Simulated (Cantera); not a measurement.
Cantera run, input and output.

```python
import numpy as np
import cantera as ct

gas = ct.Solution("h2o2.yaml")
gas.TPX = 425, 1000000, {'H2': 1, 'O2': 0.172, 'N2': 0.466}
flame = ct.FreeFlame(gas, width=0.008)
flame.set_refine_criteria(ratio=3, slope=0.08, curve=0.16)
flame.transport_model = "mixture-averaged"
flame.solve(loglevel=0, auto=True)
flame.transport_model = "multicomponent"
flame.soret_enabled = True
flame.solve(loglevel=0, refine_grid=True)
z, T = flame.grid, flame.T
thick = (T[-1] - T[0]) / np.gradient(T, z).max()
show = ['H2', 'O2', 'H', 'H2O2', 'OH', 'H2O']
print(f"laminar burning velocity  {flame.velocity[0] * 100:.3f} cm/s")
print(f"burnt temperature         {T[-1]:.1f} K")
print(f"thermal thickness         {thick * 1e3:.4f} mm")
print(f"grid points               {len(z)}")
z0 = z[flame.heat_release_rate.argmax()]
print(f"{'z/mm':>9s}{'T/K':>9s}{'u/(m/s)':>9s}" + "".join(f"{s:>11s}" for s in show))
rows = []
for k in (-3, -2, -1.5, -1, -0.5, -0.25, 0, 0.25, 0.5, 1, 2, 4, 8):
    zz = z0 + k * thick
    rows.append([k * thick, np.interp(zz, z, T), np.interp(zz, z, flame.velocity),
                 *(np.interp(zz, z, flame.X[gas.species_index(s)]) for s in show)])
    print(f"{rows[-1][0] * 1e3:9.3f}{rows[-1][1]:9.1f}{rows[-1][2]:9.3f}" + "".join(f"{x:11.3e}" for x in rows[-1][3:]))
```

It prints:

```
laminar burning velocity  415.074 cm/s
burnt temperature         2066.7 K
thermal thickness         0.0247 mm
grid points               123
     z/mm      T/K  u/(m/s)         H2         O2          H       H2O2         OH        H2O
   -0.074    425.0    4.151  6.104e-01  1.050e-01  4.074e-14  1.495e-10  4.195e-13  4.294e-08
   -0.049    425.2    4.150  6.101e-01  1.051e-01  4.566e-13  1.841e-09  4.688e-12  4.646e-07
   -0.037    426.2    4.148  6.090e-01  1.054e-01  4.008e-12  2.056e-08  4.122e-11  4.274e-06
   -0.025    434.4    4.163  6.016e-01  1.074e-01  1.358e-10  5.775e-07  1.554e-09  8.972e-05
   -0.012    592.5    5.221  5.564e-01  1.145e-01  2.926e-05  7.490e-05  2.881e-05  8.777e-03
   -0.006    940.6    8.138  5.278e-01  9.892e-02  1.847e-03  1.491e-04  4.714e-04  4.577e-02
    0.000   1321.0   11.479  4.933e-01  6.799e-02  9.841e-03  6.422e-05  8.074e-04  1.064e-01
    0.006   1578.9   13.800  4.583e-01  3.676e-02  2.026e-02  1.068e-05  1.139e-03  1.644e-01
    0.012   1721.9   15.101  4.365e-01  1.679e-02  2.645e-02  3.675e-06  1.238e-03  2.013e-01
    0.025   1842.0   16.163  4.243e-01  3.288e-03  2.720e-02  1.117e-06  1.174e-03  2.268e-01
    0.049   1923.0   16.832  4.269e-01  2.297e-04  2.063e-02  2.155e-07  9.738e-04  2.334e-01
    0.099   1982.3   17.298  4.327e-01  9.030e-06  1.301e-02  6.282e-08  6.804e-04  2.348e-01
    0.197   2021.9   17.600  4.369e-01  1.460e-06  7.394e-03  2.245e-08  4.138e-04  2.357e-01
```

Detailed kinetics in Cantera: the H2/O2 subset of GRI-Mech 3.0, which has no nitrogen chemistry. The hydrogen kinetics of GRI-Mech 3.0 are dated; newer H2 mechanisms differ, most at raised pressure. Burning velocities carry a grid error of a few per cent, more on coarse grids.
